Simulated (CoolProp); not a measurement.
Benzene at 298.15 K and 10.4 MPa flows at 13 m/s in a round tube of 4.6 mm bore and 45 µm roughness, fully developed (64/Re and Nu = 3.66 if laminar; Colebrook and Gnielinski if turbulent). Each further row changes one setting.

The numbers come from the reference Helmholtz-energy equation of state, Thol 2012 in CoolProp.

```
case             Reynolds number  Darcy friction factor  pressure drop (Pa/m)  heat-transfer coefficient (W/(m² K))  mass flow (kg/h)
---------------  ---------------  ---------------------  --------------------  ------------------------------------  ----------------
as stated                  80100                 0.0384                622000                                   [?]               686
velocity 26 m/s           160000                    [?]               2460000                                   [?]               [?]
diameter 9.2 mm           160000                 0.0308                249000                                   [?]               [?]
```

What belongs in the gaps?


- as stated, heat-transfer coefficient (W/(m² K)): 26100
- velocity 26 m/s, Darcy friction factor: 0.0380
- velocity 26 m/s, heat-transfer coefficient (W/(m² K)): 52200
- velocity 26 m/s, mass flow (kg/h): 1370
- diameter 9.2 mm, heat-transfer coefficient (W/(m² K)): 22800
- diameter 9.2 mm, mass flow (kg/h): 2740

Viscosity comes from a separate model (Avgeri 2014). Thermal conductivity comes from a separate model (Assael 2012).
